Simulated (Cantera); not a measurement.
Cantera run, input and output.

```python
import numpy as np
import cantera as ct

gas = ct.Solution("gri30.yaml")
gas.TPX = 1925, 2666, {'C2H4': 1, 'H2': 36}
reactor = ct.IdealGasConstPressureReactor(gas, energy="off", clone=False)
net = ct.ReactorNet([reactor])
net.rtol, net.atol = 1e-08, 1e-18
show = ['C2H4', 'H2', 'H', 'C2H6', 'CH2', 'C2H']
times = np.geomspace(6e-05, 20, 15)

steps = ct.SolutionArray(gas, extra=["t"])
rows = []
print(f"{'t/s':>10s}{'T/K':>9s}{'P/Pa':>11s}" + "".join(f"{s:>11s}" for s in show))
for t in times:
    while net.time < t:
        t_next = net.step()
        steps.append(gas.state, t=t_next)
    rows.append([np.interp(t, steps.t, y) for y in (steps.T, steps.P, *steps(*show).X.T)])
    print(f"{t:10.3e}{rows[-1][0]:9.1f}{rows[-1][1]:11.4g}" + "".join(f"{x:11.3e}" for x in rows[-1][2:]))
rate = np.gradient(steps.T, steps.t)
print("integrator steps:", len(steps.t))
if steps.T.max() > steps.T[0] + 200:
    print(f"time of steepest temperature rise: {steps.t[rate.argmax()]:.4e} s")
gas.TPX = 1925, 2666, {'C2H4': 1, 'H2': 36}
gas.equilibrate("TP")
print(f"equilibrium (TP): T = {gas.T:.1f} K  " + "  ".join(f"{s} {gas[s].X[0]:.3e}" for s in show))
```

Output:

```
       t/s      T/K       P/Pa       C2H4         H2          H       C2H6        CH2        C2H
 6.000e-05   1925.0       2666  2.645e-02  9.730e-01  4.200e-06  6.363e-09  3.500e-10  3.502e-11
 1.488e-04   1925.0       2666  2.562e-02  9.730e-01  1.044e-05  1.042e-08  1.103e-09  2.123e-10
 3.691e-04   1925.0       2666  2.362e-02  9.730e-01  2.544e-05  1.237e-08  2.741e-09  1.246e-09
 9.154e-04   1925.0       2666  1.914e-02  9.731e-01  5.919e-05  1.291e-08  5.371e-09  6.702e-09
 2.270e-03   1925.0       2666  1.086e-02  9.733e-01  1.226e-04  1.026e-08  6.417e-09  2.841e-08
 5.631e-03   1925.0       2666  2.253e-03  9.734e-01  2.132e-04  2.934e-09  2.336e-09  7.571e-08
 1.397e-02   1925.0       2666  3.844e-05  9.733e-01  3.796e-04  7.121e-11  9.264e-11  1.468e-07
 3.464e-02   1925.0       2666  1.320e-05  9.729e-01  7.875e-04  3.757e-11  1.314e-10  3.049e-07
 8.592e-02   1925.0       2666  1.018e-05  9.720e-01  1.740e-03  4.235e-11  4.963e-10  6.742e-07
 2.131e-01   1925.0       2666  8.124e-06  9.701e-01  3.584e-03  3.897e-11  2.557e-09  1.390e-06
 5.285e-01   1925.0       2666  7.152e-06  9.683e-01  5.424e-03  3.496e-11  1.213e-08  2.105e-06
 1.311e+00   1925.0       2666  7.000e-06  9.679e-01  5.802e-03  4.585e-11  3.413e-08  2.251e-06
 3.251e+00   1925.0       2666  6.995e-06  9.679e-01  5.804e-03  8.904e-11  6.844e-08  2.250e-06
 8.064e+00   1925.0       2666  6.994e-06  9.679e-01  5.802e-03  1.246e-10  8.696e-08  2.249e-06
 2.000e+01   1925.0       2666  6.994e-06  9.679e-01  5.802e-03  1.266e-10  8.791e-08  2.249e-06
integrator steps: 1089
equilibrium (TP): T = 1925.0 K  C2H4 6.994e-06  H2 9.679e-01  H 5.802e-03  C2H6 1.267e-10  CH2 8.795e-08  C2H 2.249e-06
```

Detailed kinetics in Cantera: GRI-Mech 3.0 (53 species, 325 reactions). GRI-Mech 3.0 was tuned for natural gas; its chemistry of ethylene as a main component is partial and can be far from experiment. GRI-Mech 3.0 stops at C3 and has no aromatics, soot or wall deposition, so with more carbon than oxygen in the feed, carbon stays in small species such as C2H2 where larger ones or solid carbon would form. Radical loss at walls, strong at low pressure, is not modelled.
